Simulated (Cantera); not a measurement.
A closed system holds: 1 mol MgCO3, 2.5 mol CO2, 5.8 mol H2, held at 1800 °C and 0.00540 bar.

Equilibrium computed with Cantera from the NASA thermochemical tables; the gas is ideal and each condensed phase is pure. Candidate condensed phases: C, C6H6, C7H8, C8H18, H2O, Mg, MgCO3, MgO, Mg(OH)2; 116 gas species. Equilibrium is a limit: real reactors are often held back by kinetics, nucleation or transport.

Base state: H2O 0.308, CO 0.303, H2 0.293, CO2 0.0659, H 0.0194, Mg 0.00733, OH 0.00232, MgOH 0.000173 (mole fractions); condensed: MgO(s).

Question: What changes in the equilibrium state with this change: CO2 from 2.5 to 0.23 mol?

Answer: 
```json
[
 {"species": "H2", "before": "0.293", "after": "0.596"},
 {"species": "H2O", "before": "0.308", "after": "0.182"},
 {"species": "CO", "before": "0.303", "after": "0.158"},
 {"species": "CO2", "before": "0.0659", "after": "0.00998"},
 {"species": "Mg", "before": "0.00733", "after": "0.0252"},
 {"species": "H", "before": "0.0194", "after": "0.0276"},
 {"species": "O2", "before": "4.96e-5", "after": "4.19e-6"},
 {"species": "MgH", "before": "4.73e-6", "after": "2.32e-5"},
 {"species": "O", "before": "0.000110", "after": "3.21e-5"},
 {"species": "OH", "before": "0.00232", "after": "0.000962"},
 {"species": "Mg(OH)2", "before": "2.13e-5", "after": "1.26e-5"},
 {"species": "MgO(s), mol", "before": "0.929", "after": "0.813"}
]
```
The tables' values for MgH are old estimates; treat these amounts as uncertain.

Question: What changes in the equilibrium state with this change: CO2 from 2.5 to 0.18 mol?

Answer: 
| species | before | after |
|---|---|---|
| H2 | 0.293 | 0.604 |
| H2O | 0.308 | 0.178 |
| CO | 0.303 | 0.153 |
| CO2 | 0.0659 | 0.00929 |
| Mg | 0.00733 | 0.0262 |
| H | 0.0194 | 0.0279 |
| O2 | 4.96e-5 | 3.89e-6 |
| MgH | 4.73e-6 | 2.43e-5 |
| O | 0.000110 | 3.09e-5 |
| MgO(s), mol | 0.929 | 0.807 |
The tables' values for MgH are old estimates; treat these amounts as uncertain.
